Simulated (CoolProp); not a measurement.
Vapour-liquid equilibrium of R1234yf (1) + isobutane (2) at -31.55 °C; x and y are mole fractions of (1).

Computed with CoolProp (multi-fluid Helmholtz-energy mixture model, Lemmon 2022 and Bücker 2006; pair parameters Bell 2016).

Problem. Give the bubble pressure and the first vapour's composition at x = 0.725, 0.8, 0.95. Is there an azeotrope?

Solution. x = 0.725: 0.9563 bar, y = 0.757; x = 0.8: 0.9602 bar, y = 0.802; x = 0.95: 0.9416 bar, y = 0.935. y crosses x between x = 0.8 and 0.875: the model has an azeotrope there.

The pair parameters rest on a limited set of measurements; away from them the model extrapolates.
